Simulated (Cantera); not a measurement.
A closed system holds: 1 mol SiH₄, 3.6 mol N₂, 45 mol H₂, equilibrated at 1725 K and 13300 Pa.

These are equilibrium values from Cantera (NASA tables, ideal gas, pure condensed phases), not measurements of a reactor. Candidate condensed phases: Si, Si₃N₄; 18 gas species. Rates play no part.

Base state: H₂ 0.941, N₂ 0.0587, H 0.000493 (mole fractions); condensed: Si₃N₄(s).

Q: What changes in the equilibrium state with this change: SiH₄ replaced by SiHCl₃?

A: 
```tsv
species	before	after
H₂	0.941	0.883
N₂	0.0587	0.0616
HCl	0	0.0507
SiCl₂	0	0.00448
SiCl₃	0	6.29e-5
Cl	0	2.12e-5
H	0.000493	0.000478
Si₃N₄(s), mol	0.333	0.257
```
The tables' values for SiCl₃ are old estimates; treat these amounts as uncertain. Further candidate phases: NH₄Cl.

Q: What changes in the equilibrium state with this change: pressure from 13300 Pa to 7.40 Pa?

A: 
```json
[
 {"species": "H₂", "before": "0.941", "after": "0.896"},
 {"species": "N₂", "before": "0.0587", "after": "0.0694"},
 {"species": "H", "before": "0.000493", "after": "0.0204"},
 {"species": "Si", "before": "3.51e-6", "after": "0.0137"},
 {"species": "Si₃", "before": "<1e-9", "after": "1.62e-5"},
 {"species": "Si₂", "before": "7.72e-9", "after": "6.54e-5"},
 {"species": "Si₃N₄(s), mol", "before": "0.333", "after": "0"},
 {"species": "Si(l), mol", "before": "0", "after": "0.266"}
]
```
The tables' values for SiN are old estimates; treat these amounts as uncertain. Gases not in the tables: Si₂H₆ and higher silanes.
